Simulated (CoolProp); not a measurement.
Vapour-liquid equilibrium of R22 (1) + R115 (2) at -40.65 °C; x and y are mole fractions of (1).

Model: multi-fluid Helmholtz-energy mixture model, Kamei 1995 and Lemmon 2016; pair parameters Bell 2016, in CoolProp.

```tsv
x	bubble pressure (MPa)	y at the bubble point	dew pressure at overall composition x (MPa)	liquid density (mol/L)
0.05	0.1046	?	0.09857	10.23
0.2	?	0.314	0.1101	10.84
0.35	0.1232	0.406	0.1208	11.55
0.5	0.1241	0.486	0.1239	12.39
0.65	0.1218	0.582	0.1191	?
0.8	0.1159	0.718	0.1118	14.50
0.95	0.1060	0.917	0.1044	15.81
```

**Question.** Fill in the missing entries.

**Answer.** 
- 0.05, y at the bubble point: 0.130
- 0.2, bubble pressure (MPa): 0.1186
- 0.65, liquid density (mol/L): 13.37

y crosses x between x = 0.35 and 0.5: the model has an azeotrope there.

Pair parameters are fitted to limited data, so mixtures are less certain than the pure fluids.
